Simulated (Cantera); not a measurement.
## Premixed flame

A freely propagating, adiabatic, planar premixed flame of 4.14 % CH4, 0.202 % C2H6, 1.96 % C3H8, 15.1 % O2, 56.8 % N2, 21.8 % H2O, unburnt at 348 K and 101000 Pa; mixture-averaged transport, grid criteria slope 0.08 and curve 0.16, no radiation.

Detailed kinetics in Cantera: GRI-Mech 3.0 (53 species, 325 reactions). GRI-Mech 3.0 was tuned for natural gas; its chemistry of propane as a main component is partial and can be far from experiment. Burning velocities carry a grid error of a few per cent, more on coarse grids.

```json
[
 {"z (mm)": "-3.59", "T (K)": "348", "u (m/s)": "0.126", "x CH4": "0.0413", "x C2H6": "0.00201", "x C3H8": "0.0196", "x H": "<1e-8", "x O2": "0.151", "x C2H2": "4.59e-8"},
 {"z (mm)": "-2.39", "T (K)": "353", "u (m/s)": "0.128", "x CH4": "0.0410", "x C2H6": "0.00200", "x C3H8": "0.0195", "x H": "<1e-8", "x O2": "0.150", "x C2H2": "1.10e-6"},
 {"z (mm)": "-1.79", "T (K)": "374", "u (m/s)": "0.137", "x CH4": "0.0402", "x C2H6": "0.00199", "x C3H8": "0.0194", "x H": "<1e-8", "x O2": "0.148", "x C2H2": "8.45e-6"},
 {"z (mm)": "-1.20", "T (K)": "500", "u (m/s)": "0.185", "x CH4": "0.0368", "x C2H6": "0.00195", "x C3H8": "0.0187", "x H": "<1e-8", "x O2": "0.137", "x C2H2": "7.69e-5"},
 {"z (mm)": "-0.598", "T (K)": "937", "u (m/s)": "0.354", "x CH4": "0.0255", "x C2H6": "0.00176", "x C3H8": "0.0125", "x H": "1.68e-6", "x O2": "0.0963", "x C2H2": "0.000496"},
 {"z (mm)": "-0.299", "T (K)": "1279", "u (m/s)": "0.491", "x CH4": "0.0156", "x C2H6": "0.00132", "x C3H8": "0.00384", "x H": "5.46e-5", "x O2": "0.0591", "x C2H2": "0.00101"},
 {"z (mm)": "0", "T (K)": "1594", "u (m/s)": "0.617", "x CH4": "0.00475", "x C2H6": "0.000149", "x C3H8": "2.52e-5", "x H": "0.000758", "x O2": "0.0214", "x C2H2": "0.00158"},
 {"z (mm)": "0.299", "T (K)": "1725", "u (m/s)": "0.665", "x CH4": "0.000625", "x C2H6": "2.34e-6", "x C3H8": "<1e-8", "x H": "0.00174", "x O2": "0.00474", "x C2H2": "0.000596"},
 {"z (mm)": "0.598", "T (K)": "1758", "u (m/s)": "0.675", "x CH4": "8.20e-5", "x C2H6": "4.25e-8", "x C3H8": "<1e-8", "x H": "0.00194", "x O2": "0.00101", "x C2H2": "0.000141"},
 {"z (mm)": "1.20", "T (K)": "1774", "u (m/s)": "0.680", "x CH4": "4.50e-6", "x C2H6": "<1e-8", "x C3H8": "<1e-8", "x H": "0.00158", "x O2": "0.000136", "x C2H2": "1.46e-5"},
 {"z (mm)": "2.39", "T (K)": "1784", "u (m/s)": "0.683", "x CH4": "2.20e-7", "x C2H6": "<1e-8", "x C3H8": "<1e-8", "x H": "0.00102", "x O2": "3.98e-5", "x C2H2": "8.40e-7"},
 {"z (mm)": "4.78", "T (K)": "1791", "u (m/s)": "0.685", "x CH4": "1.59e-8", "x C2H6": "<1e-8", "x C3H8": "<1e-8", "x H": "0.000557", "x O2": "1.19e-5", "x C2H2": "4.71e-8"},
 {"z (mm)": "9.56", "T (K)": "1795", "u (m/s)": "0.687", "x CH4": "<1e-8", "x C2H6": "<1e-8", "x C3H8": "<1e-8", "x H": "0.000272", "x O2": "2.89e-6", "x C2H2": "<1e-8"}
]
```
x: mole fraction of selected species; z is measured from the peak of heat release.

```json
{
 "laminar_burning_velocity": "12.6 cm/s",
 "thermal_thickness": "1.20 mm",
 "peak x(H)": "0.00195",
 "peak x(C2H2)": "0.00160",
 "grid_points": "140"
}
```
